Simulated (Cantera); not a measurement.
An isothermal, constant-pressure homogeneous reactor starts with NO : N2 = 1 : 1.5 (molar parts), at 2000 K and 0.0263 atm. Integrator tolerance rtol = 1e-08.

Model: GRI-Mech 3.0 (53 species, 325 reactions), integrated in Cantera. Radical loss at walls, strong at low pressure, is not modelled.

Question: What does this change do: temperature 2000 to 1673 K?

Answer: 
```
quantity                                           before                                    after
----------------  ---------------------------------------  ---------------------------------------
x(NO) at 20.0 s    0.0516 (gas-phase equilibrium 0.00745)    0.387 (gas-phase equilibrium 0.00257)
x(N2) at 20.0 s       0.773 (gas-phase equilibrium 0.796)      0.606 (gas-phase equilibrium 0.799)
x(O2) at 20.0 s       0.173 (gas-phase equilibrium 0.195)    0.00640 (gas-phase equilibrium 0.199)
x(O) at 20.0 s    0.00172 (gas-phase equilibrium 0.00182)  2.35e-5 (gas-phase equilibrium 9.18e-5)
x(N2O) at 20.0 s  7.68e-7 (gas-phase equilibrium 6.87e-8)  5.20e-5 (gas-phase equilibrium 2.48e-8)
x(NO2) at 20.0 s  1.32e-5 (gas-phase equilibrium 2.02e-6)  3.92e-5 (gas-phase equilibrium 1.36e-6)
```

Question: What does this change do: NO 1 to 0.66 parts?

Answer: 
```tsv
quantity	before	after
x(NO) at 20.0 s	0.0516 (gas-phase equilibrium 0.00745)	0.0522 (gas-phase equilibrium 0.00669)
x(N2) at 20.0 s	0.773 (gas-phase equilibrium 0.796)	0.821 (gas-phase equilibrium 0.843)
x(O2) at 20.0 s	0.173 (gas-phase equilibrium 0.195)	0.126 (gas-phase equilibrium 0.149)
x(O) at 20.0 s	0.00172 (gas-phase equilibrium 0.00182)	0.00147 (gas-phase equilibrium 0.00159)
x(N2O) at 20.0 s	7.68e-7 (gas-phase equilibrium 6.87e-8)	8.29e-7 (gas-phase equilibrium 6.35e-8)
x(NO2) at 20.0 s	1.32e-5 (gas-phase equilibrium 2.02e-6)	1.13e-5 (gas-phase equilibrium 1.58e-6)
```

Question: What does this change do: N2 1.5 to 8.7 parts?

Answer: 
| quantity | before | after |
|---|---|---|
| x(NO) at 20.0 s | 0.0516 (gas-phase equilibrium 0.00745) | 0.0436 (gas-phase equilibrium 0.00407) |
| x(N2) at 20.0 s | 0.773 (gas-phase equilibrium 0.796) | 0.926 (gas-phase equilibrium 0.946) |
| x(O2) at 20.0 s | 0.173 (gas-phase equilibrium 0.195) | 0.0294 (gas-phase equilibrium 0.0490) |
| x(O) at 20.0 s | 0.00172 (gas-phase equilibrium 0.00182) | 0.000720 (gas-phase equilibrium 0.000913) |
| x(N2O) at 20.0 s | 7.68e-7 (gas-phase equilibrium 6.87e-8) | 7.08e-7 (gas-phase equilibrium 4.10e-8) |
| x(NO2) at 20.0 s | 1.32e-5 (gas-phase equilibrium 2.02e-6) | 4.57e-6 (gas-phase equilibrium 5.53e-7) |
